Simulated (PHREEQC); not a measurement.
1 kg of water holding 0.23 mol/kgw NaCl and 0.0056 mol/kgw Na2SO4 is evaporated at 15 °C; the solids stay in contact with the brine. No CO2 enters from the air. Solids allowed: Halite, Mirabilite, Thenardite. Others were left out.

The series has 28 steps of water left (kg), from 1 to 0.004474.

The numbers come from PHREEQC with the Pitzer model, pitzer.dat.

Which solids form, in which order, and at which step of the series does each first stand?

Halite from water left = 0.03564 kg; Mirabilite from water left = 0.008964 kg.
